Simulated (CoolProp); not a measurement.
A closed Brayton cycle with carbon dioxide: compressor inlet 310.15 K and 8.6 MPa, high pressure 26.7 MPa, turbine inlet 940 K, compressor efficiency 0.8, turbine efficiency 0.9, recuperator effectiveness 0.95 (on enthalpy, no pinch check). Each further row changes one setting.

The numbers come from the reference Helmholtz-energy equation of state, Span 1996 in CoolProp.

```tsv
case	thermal efficiency (%)	net work (kJ/kg)	compressor to turbine work	compressor exit (K)	turbine exit (K)
as stated	41.6	135	0.21	356.3	793.7
turbine inlet 890 K	40.1	125	0.22	356.3	748.7
compressor inlet 320.15 K	40.0	113	0.33	408.1	793.7
high pressure 22.7 MPa	39.9	119	0.19	348.9	813.9
recuperator effectiveness 0.5	24.2	135	0.21	356.3	793.7
```
